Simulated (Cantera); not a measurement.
Input (Python, Cantera) and output of one run.

```python
import numpy as np
import cantera as ct

gas_names = """
    H HO2 H2 H2O H2O2 H2S H2SO4 Mg MgH MgO MgOH MgO2H2 MgS Mg2 O OH O2 O3 S SH SO SO2 SO3 S2 S2O S8
""".split()
cond_names = """
    H2O(s) H2O(L) H2SO4(L) Mg(cr) Mg(L) MgO(s) MgO(L) MgO2H2(s) MgS(s) MgSO4(s) MgSO4(L) S(cr1) S(cr2)
    S(L)
""".split()


def load(file, names, dense=False):
    # The tables refer to 1 bar. Condensed volumes are neglected.
    table = {s.name: s for s in ct.Species.list_from_file(file)}
    out = []
    for n in names:
        d = dict(table[n].input_data)
        d["thermo"] = dict(d["thermo"], **{"reference-pressure": 1e5})
        if dense:
            d["equation-of-state"] = {"model": "constant-volume", "density": "1e6 g/cm^3"}
        out.append(ct.Species.from_dict(d))
    return out


gas = ct.Solution(thermo="ideal-gas", species=load("nasa_gas.yaml", gas_names))
cond = {s.name: ct.Solution(thermo="fixed-stoichiometry", species=[s], name=s.name)
        for s in load("nasa_condensed.yaml", cond_names, dense=True)}
atoms = {
    'MgO': {'Mg': 1, 'O': 1},
    'SO3': {'S': 1, 'O': 3},
    'H2O': {'H': 2, 'O': 1},
    'SO2': {'S': 1, 'O': 2},
}
top_T = {'MgS(s)': 2250}  # K; cautious upper limits of use, not melting points


def equilibrate(T, P, feed):
    n = {}
    for name, mol in feed.items():
        for a, k in atoms[name].items():
            n[a] = n.get(a, 0.0) + k * mol
    gas.TPX = T, P, n
    mass = sum(n.values()) * gas.mean_molecular_weight
    gas.equilibrate("TP")
    valid = [c for c in cond.values() if c.min_temp <= T <= top_T.get(c.name, c.max_temp)]
    mix = ct.Mixture([(gas, mass / gas.mean_molecular_weight)] + [(c, 0.0) for c in valid])
    mix.T, mix.P = T, P
    mix.equilibrate("TP", solver="vcs", rtol=1e-11, max_steps=5000)
    return mix


results = []
feed = {'MgO': 1, 'SO3': 0.45, 'H2O': 0.77, 'SO2': 0.065}  # mol
T = 1023  # K
P = 13332.2  # Pa
mix = equilibrate(T, P, feed)
results.append((T, P, feed, dict(zip(mix.species_names, mix.species_moles))))
x = sorted(zip(gas.X, gas.species_names), reverse=True)
print(f"T = {T:g} K  P = {P:g} Pa  gas = {mix.phase_moles(0):.4g} mol")
print("   x: " + "  ".join(f"{s} {v:.3e}" for v, s in x if v > 1e-06))
print("   condensed (mol): " + ("  ".join(f"{mix.phase(i).name} {mix.phase_moles(i):.4g}"
      for i in range(1, mix.n_phases) if mix.phase_moles(i) > 1e-12) or "none"))
```

Output:

```
T = 1023 K  P = 13332.2 Pa  gas = 0.8351 mol
   x: H2O 9.221e-01  SO2 7.785e-02  SO3 8.092e-05  O2 4.211e-06
   condensed (mol): MgO(s) 0.5501  MgSO4(s) 0.4499
```

These are equilibrium values from Cantera (NASA tables, ideal gas, pure condensed phases), not measurements of a reactor. Mutual solubility and eutectic melting of coexisting phases are not modelled.
